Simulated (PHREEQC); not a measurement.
Dissolve 0.011 mol CdI2, 0.0001 mol KCl and 0.13 mol NiCl2 per kg of water at 20 °C. Closed to the air; pH follows from the charge balance.

The numbers come from PHREEQC with the ion-association model, wateq4f.dat.

### Question
The ionic strength comes out as 0.351 mol/kgw. What activity coefficients do CdCl3-, NiCl+, H+, Cd+2, Ni+2 get?

### Answer
CdCl3- 0.73, NiCl+ 0.73, H+ 0.78, Cd+2 0.29, Ni+2 0.29.

No solid was allowed to form.
